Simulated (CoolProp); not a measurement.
Vapour-liquid equilibrium of ethane (1) + C2F6 (R116) (2) at 15.1 bar; x and y are mole fractions of (1).

Computed with CoolProp (multi-fluid Helmholtz-energy mixture model, Bücker 2006 and Lemmon 2006; pair parameters Bell 2016).

| x | bubble temperature, mixture model (K) | bubble temperature, Raoult's law (K) | y, mixture model | y, Raoult's law |
|---|---|---|---|---|
| 0.05 | 263.0 | 265.2 | 0.094 | 0.065 |
| 0.125 | 259.2 | 264.4 | 0.222 | 0.159 |
| 0.2 | 256.0 | 263.5 | 0.329 | 0.249 |
| 0.275 | 253.5 | 262.7 | 0.415 | 0.335 |
| 0.35 | 251.6 | 261.9 | 0.483 | 0.417 |
| 0.425 | 250.2 | 261.1 | 0.537 | 0.496 |
| 0.5 | 249.4 | 260.3 | 0.582 | 0.571 |
| 0.575 | 248.8 | 259.5 | 0.621 | 0.644 |
| 0.65 | 248.6 | 258.8 | 0.658 | 0.713 |
| 0.725 | 248.7 | 258.0 | 0.697 | 0.780 |
| 0.8 | 249.2 | 257.3 | 0.743 | 0.843 |
| 0.875 | 250.4 | 256.5 | 0.807 | 0.904 |
| 0.95 | 252.7 | 255.8 | 0.903 | 0.962 |

The largest gap from Raoult's law is -10.9 K in bubble temperature, at x = 0.5. y crosses x between x = 0.65 and 0.725: the model has an azeotrope there.

The pair parameters rest on a limited set of measurements; away from them the model extrapolates.
